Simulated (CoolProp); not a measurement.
R21 along the isotherm 473 K: Z from the reference equation and from simpler models built on Tc = 452.7 K, pc = 5.289 MPa, ω = 0.206; each cubic takes its own stable root.

Values from CoolProp's reference Helmholtz-energy equation of state, Platzer 1990. This equation is an older, rougher fit; its heat capacities, sound speeds and derivatives of the liquid may be far off and weren't checked against measurements.

```
p (MPa)          phase  reference  van der Waals  Redlich-Kwong  Peng-Robinson
-------  -------------  ---------  -------------  -------------  -------------
2.94               gas     0.8136         0.8278         0.8120         0.7975
5.88     supercritical     0.5153            [?]         0.5192         0.5138
8.81     supercritical     0.3056         0.3920            [?]         0.3289
11.8     supercritical     0.3573         0.4728         0.3998         0.3703
14.7     supercritical     0.4185            [?]         0.4607         0.4230
17.6     supercritical     0.4812         0.6393            [?]            [?]
20.6     supercritical     0.5459            [?]         0.5861         0.5341
23.5     supercritical     0.6079         0.8062         0.6469         0.5883
26.4     supercritical     0.6694         0.8868         0.7069         0.6420
```

Task: Complete the blanks.

Result: 
- 5.88, van der Waals: 0.5111
- 8.81, Redlich-Kwong: 0.3462
- 14.7, van der Waals: 0.5560
- 17.6, Redlich-Kwong: 0.5225
- 17.6, Peng-Robinson: 0.4776
- 20.6, van der Waals: 0.7246
